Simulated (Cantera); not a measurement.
A perfectly stirred reactor is fed with 24.4 % NH₃, 75.6 % H₂, at 1800 Pa; it is held at 2173 K, and followed from long to short residence time.

Model: the gas-phase N/H chemistry of the illustrative SiF4/NH3 mechanism in the Surface Chemkin manual (1991), integrated in Cantera. Walls and surfaces, which speed up NH3 decomposition in real reactors, are not modelled.

One state of this run: x NH₃ = 0.204; x H₂ = 0.778; x N₂H₂ = 2.81e-6; x N₂H₄ = 2.36e-9; x NH = 3.98e-5; x H = 0.00126. x: mole fraction; the columns are a selection and need not sum to one.

Which value of τ (s) does it belong to?
A. 0.054
B. 0.00092
C. 0.0070
D. 1.1

A, 0.054
